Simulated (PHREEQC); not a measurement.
## Alkaline etch or developer: speciation

A solution holds 120 mmol/kgw CsOH and 1.7 mmol/kgw H4SiO4, at 25 °C. Closed to the air; pH follows from the charge balance.

The numbers come from PHREEQC with the ion-association model, wateq4f.dat.

Each row changes one thing in this solution. Precipitation was switched off in this run.

```csv
case,pH,ionic strength (mol/kgw),H3SiO4- (mol/kgw),H4SiO4 (mol/kgw),SI of Quartz (SiO2)
as made,12.94,0.121,0.000758,4.30e-7,-2.37
diluted 100-fold with water,11.06,0.00120,1.60e-5,9.14e-7,-2.06
H4SiO4 from 0.0017 to 0.00034 mol/kgw,12.95,0.120,0.000150,8.36e-8,-3.08
diluted 10-fold with water,12.02,0.0120,0.000154,8.83e-7,-2.07
H4SiO4 from 0.0017 to 0.00085 mol/kgw,12.95,0.120,0.000377,2.11e-7,-2.68
CsOH left out,6.29,5.11e-7,4.91e-7,0.00170,+1.21
```

Some of these states are supersaturated (in Quartz (slow to form), Chalcedony (slow to form), for instance).
